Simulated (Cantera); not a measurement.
Feed: 1 mol PbO, a varied amount of CO, equilibrated at 2398 K and 0.133 bar.

Method: chemical equilibrium by Gibbs-energy minimisation in Cantera with the NASA 1993 tables (ideal gas, pure condensed phases). Candidate condensed phases: C, Pb, PbO, PbO₂, Pb₃O₄; 15 gas species. Gases not in the tables: (PbO)n polymers. The numbers say what is thermodynamically allowed, not how fast it happens.

x: gas mole fraction; nothing condenses.

```
n(CO) (mol)   x CO    x Pb   x CO₂     x PbO      x O₂       x O    x Pb₂
-----------  -----  ------  ------  --------  --------  --------  -------
1.7          0.300   0.335   0.326    0.0329   0.00390   0.00147  3.75e-5
2                ?       ?   0.303         ?         ?         ?        ?
2.5          0.446   0.270   0.267    0.0147   0.00119  0.000810  2.44e-5
3.1              ?       ?       ?         ?         ?         ?        ?
3.8          0.590   0.202   0.201   0.00620  0.000382  0.000459  1.36e-5
4.7          0.654   0.171   0.171   0.00404  0.000225  0.000352  9.78e-6
5.7          0.705   0.146   0.146   0.00274  0.000142  0.000280  7.15e-6
7            0.752   0.123   0.123   0.00182   8.79e-5  0.000220  5.06e-6
8.6          0.793   0.103   0.103   0.00120   5.53e-5  0.000175  3.53e-6
11           0.834  0.0826  0.0824  0.000737   3.22e-5  0.000133  2.27e-6
```

Task: Fill in the missing entries.

Result: 
- 3.1, x CO: 0.523
- 3.1, x Pb: 0.234
- 3.1, x CO₂: 0.232
- 3.1, x PbO: 0.00940
- 3.1, x O₂: 0.000651
- 3.1, x O: 0.000600
- 3.1, x Pb₂: 1.83e-5
- 2, x CO: 0.361
- 2, x Pb: 0.309
- 2, x PbO: 0.0234
- 2, x O₂: 0.00232
- 2, x O: 0.00113
- 2, x Pb₂: 3.18e-5
